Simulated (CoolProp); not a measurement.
Vapour-liquid equilibrium of carbon dioxide (1) + n-butane (2) at 235.8 K; x and y are mole fractions of (1).

Computed with CoolProp (multi-fluid Helmholtz-energy mixture model, Span 1996 and Bücker 2006; pair parameters Kunz 2012).

**Question.** Give the bubble pressure and the first vapour's composition at x = 0.125, 0.275, 0.35. Is there an azeotrope?

**Answer.** x = 0.125: 0.3323 MPa, y = 0.942; x = 0.275: 0.6089 MPa, y = 0.970; x = 0.35: 0.6979 MPa, y = 0.974. No azeotrope shows between x = 0.05 and 0.95.

Pair parameters are fitted to limited data, so mixtures are less certain than the pure fluids. With so large a gap from Raoult's law the liquid may split in two, which this calculation doesn't test in full.
